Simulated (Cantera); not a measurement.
## Hydrocarbon pyrolysis for carbon deposition

An isothermal, constant-pressure homogeneous reactor starts with 2.13 % CH₄, 97.9 % N₂, at 1450 K and 20.0 Torr.

Cantera simulation using GRI-Mech 3.0 (53 species, 325 reactions); the numbers are that mechanism's predictions, not measurements. GRI-Mech 3.0 stops at C3 and has no aromatics, soot or wall deposition, so with more carbon than oxygen in the feed, carbon stays in small species such as C2H2 where larger ones or solid carbon would form. Radical loss at walls, strong at low pressure, is not modelled.

```csv
t (s),x CH₄,x CH₂,x C₂H₄,x C₂H,x C₂H₆
7.00e-6,0.0213,<1e-12,<1e-12,<1e-12,<1e-12
2.23e-5,0.0213,<1e-12,<1e-12,<1e-12,<1e-12
7.13e-5,0.0213,<1e-12,<1e-12,<1e-12,<1e-12
0.000228,0.0213,<1e-12,<1e-12,<1e-12,<1e-12
0.000727,0.0213,<1e-12,<1e-12,<1e-12,<1e-12
0.00232,0.0213,<1e-12,4.82e-12,<1e-12,4.74e-12
0.00741,0.0213,2.00e-12,1.72e-10,<1e-12,1.54e-10
0.0237,0.0213,1.79e-11,5.73e-9,<1e-12,4.42e-9
0.0756,0.0213,1.66e-10,1.82e-7,<1e-12,9.70e-8
0.241,0.0212,1.40e-9,5.23e-6,<1e-12,1.31e-6
0.770,0.0209,8.45e-9,0.000109,1.37e-11,9.68e-6
2.46,0.0184,1.55e-8,0.000521,3.40e-10,1.58e-5
7.85,0.0135,9.06e-9,0.000184,1.10e-9,6.04e-6
25.1,0.00753,5.36e-9,4.52e-5,2.01e-9,1.79e-6
80.0,0.00266,2.67e-9,8.91e-6,3.19e-9,2.80e-7
```
x: mole fraction; the columns are a selection and need not sum to one.

Equilibrium at this temperature and pressure: CH₄ 8.43e-6, CH₂ 1.43e-11, C₂H₄ 5.90e-7, C₂H 6.76e-10, C₂H₆ 6.29e-12 (gas phase only).
